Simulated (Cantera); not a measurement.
# Equilibrium for iron carbonyl, mercury and lead vapours: HgO + N2 + O2

Input: 1 mol HgO, a varied amount of N2, 0.01 mol O2, equilibrated at 723.15 K and 0.310 bar.

These are equilibrium values from Cantera (NASA tables, ideal gas, pure condensed phases), not measurements of a reactor. Candidate condensed phases: Hg, HgO; 10 gas species. The numbers say what is thermodynamically allowed, not how fast it happens.

From 1.2 mol N2 to 14 mol N2 nothing is condensed. The main Hg-bearing gas is Hg throughout.

```
n(N2) (mol)   x N2    x Hg    x O2     x NO    x NO2
-----------  -----  ------  ------  -------  -------
1.2          0.443   0.369   0.188  3.30e-7  1.36e-7
1.5          0.498   0.332   0.169  3.32e-7  1.30e-7
2            0.570   0.285   0.145  3.29e-7  1.20e-7
2.7          0.641   0.238   0.121  3.19e-7  1.06e-7
3.5          0.699   0.200   0.102  3.05e-7  9.27e-8
4.6          0.753   0.164  0.0835  2.87e-7  7.89e-8
6.1          0.802   0.131  0.0670  2.65e-7  6.54e-8
8.1          0.843   0.104  0.0531  2.42e-7  5.31e-8
11           0.879  0.0799  0.0408  2.17e-7  4.17e-8
14           0.903  0.0645  0.0329  1.97e-7  3.40e-8
```
x: gas mole fraction; nothing condenses.
